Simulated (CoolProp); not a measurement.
Vapour-liquid equilibrium of CF4 (R14) (1) + R13 (2) at 158.1 K; x and y are mole fractions of (1).

Computed with CoolProp (multi-fluid Helmholtz-energy mixture model, Platzer 1990 and Platzer 1990; pair parameters Bell 2016). This equation is an older, rougher fit; its heat capacities, sound speeds and derivatives of the liquid may be far off and weren't checked against measurements.

| x | bubble pressure, mixture model (MPa) | bubble pressure, Raoult's law (MPa) | y, mixture model | y, Raoult's law |
|---|---|---|---|---|
| 0.05 | 0.02772 | 0.02185 | 0.627 | 0.532 |
| 0.125 | 0.05060 | 0.03848 | 0.808 | 0.755 |
| 0.2 | 0.07091 | 0.05512 | 0.872 | 0.844 |
| 0.275 | 0.08916 | 0.07175 | 0.905 | 0.891 |
| 0.35 | 0.1058 | 0.08839 | 0.926 | 0.921 |
| 0.425 | 0.1212 | 0.1050 | 0.940 | 0.941 |
| 0.5 | 0.1357 | 0.1217 | 0.952 | 0.956 |
| 0.575 | 0.1496 | 0.1383 | 0.961 | 0.967 |
| 0.65 | 0.1633 | 0.1549 | 0.969 | 0.976 |
| 0.725 | 0.1770 | 0.1716 | 0.976 | 0.983 |
| 0.8 | 0.1911 | 0.1882 | 0.982 | 0.989 |
| 0.875 | 0.2058 | 0.2048 | 0.989 | 0.993 |
| 0.95 | 0.2214 | 0.2215 | 0.996 | 0.998 |

The largest gap from Raoult's law is +31.5 % in bubble pressure, at x = 0.125. No azeotrope shows between x = 0.05 and 0.95.

Pair parameters are fitted to limited data, so mixtures are less certain than the pure fluids.
